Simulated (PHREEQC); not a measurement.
Solution (20 °C): 170 mmol/kgw HCl and 2 mmol/kgw MnSO4. Closed to the air; pH follows from the charge balance.

Equilibrium calculation in PHREEQC: ion-association model, phreeqc.dat.

### Question
The ionic strength comes out as 0.174 mol/kgw. What activity coefficients do HSO4-, SO4-2, H+, MnCl+, Mn+2 get?

### Answer
HSO4- 0.76, SO4-2 0.31, H+ 0.80, MnCl+ 0.75, Mn+2 0.34.

No solid was allowed to form.
